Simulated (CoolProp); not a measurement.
Normal hydrogen at 286.57 K and 1.51 MPa is throttled through a valve to 0.449 MPa with no heat exchange. Each further row changes one setting.

Computed with CoolProp (reference Helmholtz-energy equation of state, Leachman 2009).

```tsv
case	temperature change (K)	final density (kg/m³)
as stated	+0.3	?
outlet pressure 0.135 MPa	?	?
outlet pressure 0.584 MPa	+0.3	?
```

**Question.** What belongs in the gaps?

**Answer.** 
- as stated, final density (kg/m³): 0.378
- outlet pressure 0.135 MPa, temperature change (K): +0.4
- outlet pressure 0.135 MPa, final density (kg/m³): 0.114
- outlet pressure 0.584 MPa, final density (kg/m³): 0.492
